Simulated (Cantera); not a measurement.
What does this Cantera script print?

```python
import numpy as np
import cantera as ct

gas = ct.Solution("h2o2.yaml")
gas.TPX = 1325, 1333, {'H2': 0.0085, 'O2': 1}
reactor = ct.IdealGasConstPressureReactor(gas, energy="off", clone=False)
net = ct.ReactorNet([reactor])
net.rtol, net.atol = 1e-08, 1e-18
show = ['H2', 'O2', 'HO2', 'H2O2', 'O']
times = np.geomspace(0.0002, 3, 10)

steps = ct.SolutionArray(gas, extra=["t"])
rows = []
print(f"{'t/s':>10s}{'T/K':>9s}{'P/Pa':>11s}" + "".join(f"{s:>11s}" for s in show))
for t in times:
    while net.time < t:
        t_next = net.step()
        steps.append(gas.state, t=t_next)
    rows.append([np.interp(t, steps.t, y) for y in (steps.T, steps.P, *steps(*show).X.T)])
    print(f"{t:10.3e}{rows[-1][0]:9.1f}{rows[-1][1]:11.4g}" + "".join(f"{x:11.3e}" for x in rows[-1][2:]))
rate = np.gradient(steps.T, steps.t)
print("integrator steps:", len(steps.t))
if steps.T.max() > steps.T[0] + 200:
    print(f"time of steepest temperature rise: {steps.t[rate.argmax()]:.4e} s")
gas.TPX = 1325, 1333, {'H2': 0.0085, 'O2': 1}
gas.equilibrate("TP")
print(f"equilibrium (TP): T = {gas.T:.1f} K  " + "  ".join(f"{s} {gas[s].X[0]:.3e}" for s in show))
```

It prints:

```
       t/s      T/K       P/Pa         H2         O2        HO2       H2O2          O
 2.000e-04   1325.0       1333  8.428e-03  9.916e-01  1.304e-08  2.356e-12  1.357e-08
 5.822e-04   1325.0       1333  8.428e-03  9.916e-01  3.797e-08  1.908e-11  7.345e-08
 1.695e-03   1325.0       1333  8.426e-03  9.916e-01  1.115e-07  1.432e-10  1.273e-06
 4.932e-03   1325.0       1333  6.360e-03  9.896e-01  6.584e-07  1.234e-08  1.402e-03
 1.436e-02   1325.0       1333  2.905e-05  9.837e-01  4.614e-07  1.127e-08  7.332e-03
 4.179e-02   1325.0       1333  2.680e-05  9.842e-01  4.450e-07  1.104e-08  6.824e-03
 1.216e-01   1325.0       1333  2.219e-05  9.855e-01  4.042e-07  1.053e-08  5.603e-03
 3.541e-01   1325.0       1333  1.384e-05  9.877e-01  3.149e-07  9.132e-09  3.442e-03
 1.031e+00   1325.0       1333  5.274e-06  9.900e-01  1.813e-07  6.246e-09  1.289e-03
 3.000e+00   1325.0       1333  1.207e-06  9.911e-01  6.993e-08  2.823e-09  2.915e-04
integrator steps: 1036
equilibrium (TP): T = 1325.0 K  H2 9.932e-09  O2 9.915e-01  HO2 1.496e-08  H2O2 6.433e-11  O 2.391e-06
```

Model: the H2/O2 subset of GRI-Mech 3.0, which has no nitrogen chemistry, integrated in Cantera. Radical loss at walls, strong at low pressure, is not modelled.
